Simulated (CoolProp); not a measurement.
A closed Brayton cycle with carbon dioxide: compressor inlet 326.15 K and 7.9 MPa, high pressure 24.9 MPa, turbine inlet 925 K, compressor efficiency 0.8, turbine efficiency 0.93, recuperator effectiveness 0.9 (on enthalpy, no pinch check). Each further row changes one setting.

Values from CoolProp's reference Helmholtz-energy equation of state, Span 1996.

```csv
case,thermal efficiency (%),net work (kJ/kg),compressor to turbine work,compressor exit (K),turbine exit (K)
as stated,36.8,107,0.39,428.5,774.1
turbine inlet 875 K,35.1,96.2,0.41,428.5,729.4
compressor inlet 336.15 K,?,?,0.43,444.9,774.1
high pressure 21.2 MPa,36.0,?,0.37,?,?
recuperator effectiveness 0.5,23.7,107,0.39,428.5,774.1
```

Task: What belongs in the gaps?

Result: 
- compressor inlet 336.15 K, thermal efficiency (%): 35.5
- compressor inlet 336.15 K, net work (kJ/kg): 99.3
- high pressure 21.2 MPa, net work (kJ/kg): 95.3
- high pressure 21.2 MPa, compressor exit (K): 413.5
- high pressure 21.2 MPa, turbine exit (K): 794.5
